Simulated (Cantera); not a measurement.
A Cantera script and its output.

```python
import numpy as np
import cantera as ct

gas = ct.Solution("gri30.yaml")
gas.TPX = 1175, 100000, {'CH4': 1, 'C2H6': 0.29, 'C3H8': 0.057, 'O2': 2.06, 'N2': 19.4, 'H2O': 0.98}
reactor = ct.IdealGasConstPressureReactor(gas, energy="on", clone=False)
net = ct.ReactorNet([reactor])
net.rtol, net.atol = 1e-08, 1e-16
show = ['CH4', 'C2H6', 'C3H8', 'H2O2', 'O2', 'C2H']
times = np.geomspace(3e-06, 0.5, 15)

steps = ct.SolutionArray(gas, extra=["t"])
rows = []
print(f"{'t/s':>10s}{'T/K':>9s}{'P/Pa':>11s}" + "".join(f"{s:>11s}" for s in show))
for t in times:
    while net.time < t:
        t_next = net.step()
        steps.append(gas.state, t=t_next)
    rows.append([np.interp(t, steps.t, y) for y in (steps.T, steps.P, *steps(*show).X.T)])
    print(f"{t:10.3e}{rows[-1][0]:9.1f}{rows[-1][1]:11.4g}" + "".join(f"{x:11.3e}" for x in rows[-1][2:]))
rate = np.gradient(steps.T, steps.t)
print("integrator steps:", len(steps.t))
if steps.T.max() > steps.T[0] + 200:
    print(f"time of steepest temperature rise: {steps.t[rate.argmax()]:.4e} s")
gas.TPX = 1175, 100000, {'CH4': 1, 'C2H6': 0.29, 'C3H8': 0.057, 'O2': 2.06, 'N2': 19.4, 'H2O': 0.98}
gas.equilibrate("HP")
print(f"equilibrium (HP): T = {gas.T:.1f} K  " + "  ".join(f"{s} {gas[s].X[0]:.3e}" for s in show))
```

Result:

```
       t/s      T/K       P/Pa        CH4       C2H6       C3H8       H2O2         O2        C2H
 3.000e-06   1175.0      1e+05  4.204e-02  1.219e-02  2.396e-03  1.304e-12  8.660e-02  3.065e-28
 7.081e-06   1175.0      1e+05  4.204e-02  1.219e-02  2.396e-03  1.369e-11  8.660e-02  1.124e-26
 1.671e-05   1175.0      1e+05  4.204e-02  1.219e-02  2.396e-03  1.308e-10  8.660e-02  2.326e-25
 3.945e-05   1175.0      1e+05  4.204e-02  1.219e-02  2.396e-03  1.057e-09  8.660e-02  3.599e-24
 9.313e-05   1175.0      1e+05  4.204e-02  1.219e-02  2.396e-03  7.465e-09  8.660e-02  6.755e-23
 2.198e-04   1175.0      1e+05  4.204e-02  1.219e-02  2.395e-03  5.137e-08  8.660e-02  2.249e-21
 5.189e-04   1175.0      1e+05  4.204e-02  1.218e-02  2.391e-03  3.795e-07  8.659e-02  1.736e-19
 1.225e-03   1175.1      1e+05  4.200e-02  1.209e-02  2.369e-03  2.949e-06  8.651e-02  4.335e-17
 2.891e-03   1178.5      1e+05  4.132e-02  1.116e-02  2.152e-03  2.020e-05  8.546e-02  3.045e-14
 6.824e-03   1885.7      1e+05  3.436e-07  6.860e-13  3.056e-19  7.270e-09  2.118e-05  2.283e-09
 1.611e-02   1903.9      1e+05  1.312e-11  1.947e-19  1.108e-29  2.883e-10  6.109e-07  2.512e-15
 3.802e-02   1905.9      1e+05  7.156e-12  4.236e-21  7.300e-32  6.152e-11  1.237e-07  3.868e-17
 8.974e-02   1906.2      1e+05  6.030e-12  6.461e-23  7.511e-34  4.319e-11  8.566e-08  5.047e-19
 2.118e-01   1906.2      1e+05  5.144e-12  6.172e-24  1.830e-35  4.284e-11  8.495e-08  1.364e-20
 5.000e-01   1906.2      1e+05  5.008e-12  5.874e-24  1.715e-35  4.285e-11  8.499e-08  1.315e-20
integrator steps: 2022
time of steepest temperature rise: 6.2941e-03 s
equilibrium (HP): T = 1906.3 K  CH4 5.555e-12  C2H6 7.020e-24  C3H8 2.097e-35  H2O2 4.290e-11  O2 8.516e-08  C2H 1.443e-20
```

Model: GRI-Mech 3.0 (53 species, 325 reactions), integrated in Cantera.
